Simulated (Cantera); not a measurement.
A perfectly stirred reactor is fed with CO : O₂ : H₂O : N₂ = 0.0046 : 0.08 : 0.00026 : 1 (molar parts), equivalence ratio 0.029, at 5.00 bar; it is held at 1125 K, and followed from long to short residence time.

Model: GRI-Mech 3.0 (53 species, 325 reactions), integrated in Cantera.

**Question.** Predict: x(CO) at τ = 6.70 s; x(O₂) at τ = 6.70 s; x(H₂O) at τ = 6.70 s; x(HO₂) at τ = 6.70 s; x(H₂O₂) at τ = 6.70 s; x(CO) at τ = 17.0 ms; x(O₂) at τ = 17.0 ms; x(H₂O) at τ = 17.0 ms; x(HO₂) at τ = 17.0 ms; x(H₂O₂) at τ = 17.0 ms.

**Answer.** 
| Quantity | Value |
|---|---|
| x(CO) at τ = 6.70 s | 0.000741 |
| x(O₂) at τ = 6.70 s | 0.0721 |
| x(H₂O) at τ = 6.70 s | 0.000240 |
| x(HO₂) at τ = 6.70 s | 4.93e-7 |
| x(H₂O₂) at τ = 6.70 s | 5.55e-9 |
| x(CO) at τ = 17.0 ms | 0.00421 |
| x(O₂) at τ = 17.0 ms | 0.0737 |
| x(H₂O) at τ = 17.0 ms | 0.000239 |
| x(HO₂) at τ = 17.0 ms | 5.66e-7 |
| x(H₂O₂) at τ = 17.0 ms | 7.25e-9 |
